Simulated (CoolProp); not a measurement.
Saturation properties of n-perfluoropentane.

Computed with CoolProp (reference Helmholtz-energy equation of state, Gao 2022).

| T (°C) | p (MPa) | liquid density (kg/m³) | enthalpy of vaporisation (kJ/kg) | vapour Z |
|---|---|---|---|---|
| -19.15 | 0.01120 | 1741 | 103.6 | 0.9894 |
| -14.85 | 0.01420 | 1729 | 102.6 | 0.9873 |
| -10.55 | 0.01782 | 1716 | 101.5 | 0.9848 |
| -6.35 | 0.02206 | 1703 | 100.4 | 0.9821 |
| -2.05 | 0.02723 | 1690 | 99.33 | 0.9790 |
| 2.25 | 0.03332 | 1677 | 98.20 | 0.9755 |
| 6.55 | 0.04048 | 1664 | 97.06 | 0.9717 |
| 10.75 | 0.04860 | 1651 | 95.93 | 0.9675 |
| 15.05 | 0.05822 | 1637 | 94.75 | 0.9628 |
| 19.35 | 0.06930 | 1623 | 93.54 | 0.9576 |
| 23.65 | 0.08197 | 1609 | 92.31 | 0.9520 |
| 27.85 | 0.09604 | 1595 | 91.08 | 0.9461 |
| 32.15 | 0.1123 | 1581 | 89.79 | 0.9395 |

It boils at 29.3 °C under 1 atm.
